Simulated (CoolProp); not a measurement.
Properties of carbonyl sulfide along the isobar 1.01 bar (Tc = 105.6 °C, pc = 63.69 bar, ω = 0.098).

Computed with CoolProp (reference Helmholtz-energy equation of state, Lemmon 2006). It is a short technical equation, of lower accuracy than the large ones.

| T (°C) | phase | Joule-Thomson coefficient (K/MPa) | isothermal compressibility (1/MPa) | expansivity (1/kK) |
|---|---|---|---|---|
| -126.05 | liquid | -0.4878 | 0.0005918 | 1.483 |
| -101.15 | liquid | -0.4907 | 0.0007577 | 1.547 |
| -76.15 | liquid | ___ | ___ | ___ |
| -51.15 | liquid | ___ | 0.001318 | ___ |
| -26.15 | gas | 33.43 | 10.11 | 4.320 |
| -1.15 | gas | ___ | 10.05 | 3.851 |
| 23.85 | gas | ___ | 10.01 | 3.486 |
| 48.85 | gas | 16.59 | 9.989 | 3.190 |
| 73.85 | gas | 13.85 | 9.971 | 2.944 |
| 98.85 | gas | 11.78 | 9.957 | 2.735 |
| 123.85 | gas | 10.17 | 9.947 | 2.555 |
| 148.85 | gas | 8.894 | 9.939 | 2.398 |
| 173.85 | gas | 7.855 | 9.932 | 2.260 |

Q: Complete the blanks.

A: 
- -76.15, Joule-Thomson coefficient (K/MPa): -0.4712
- -76.15, isothermal compressibility (1/MPa): 0.0009867
- -76.15, expansivity (1/kK): 1.656
- -51.15, Joule-Thomson coefficient (K/MPa): -0.4291
- -51.15, expansivity (1/kK): 1.820
- -1.15, Joule-Thomson coefficient (K/MPa): 25.60
- 23.85, Joule-Thomson coefficient (K/MPa): 20.32
